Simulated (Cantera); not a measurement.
## Transport properties of process gases

Gas mixture: 54.8 % NH3, 45.2 % H2O, at 0.180 Torr, frozen composition.

Cantera's kinetic-theory transport with the Lennard-Jones parameters of GRI-Mech 3.0, ideal gas; thermal conductivity in the mixture-averaged form. Polar gases are described roughly by these parameters. The composition is frozen, though it would react at the higher temperatures.

```
T (K)  ρ (kg/m³)  cp (J/kg/K)  μ (µPa s)  λ (mW/m/K)     Pr  D (cm²/s) CH4  D (cm²/s) H2  D (cm²/s) C2H2
-----  ---------  -----------  ---------  ----------  -----  -------------  ------------  --------------
400     0.000126         2098       13.9        40.8  0.716           1650          5890            1250
600      8.41e-5         2361       21.2        69.2  0.723           3550         12000            2710
800      6.31e-5         2609       28.2         101  0.724           5990         19700            4600
1000     5.04e-5         2841       34.8         136  0.728           8880         28800            6850
1200     4.20e-5         3047       41.1         171  0.730          12200         39200            9430
1400     3.60e-5         3226       47.0         207  0.733          15900         50700           12300
1600     3.15e-5         3381       52.6         242  0.735          20000         63300           15500
1800     2.80e-5         3513       58.0         277  0.736          24400         77100           18900
```
D: mixture-averaged diffusion coefficient of that species in the mixture.
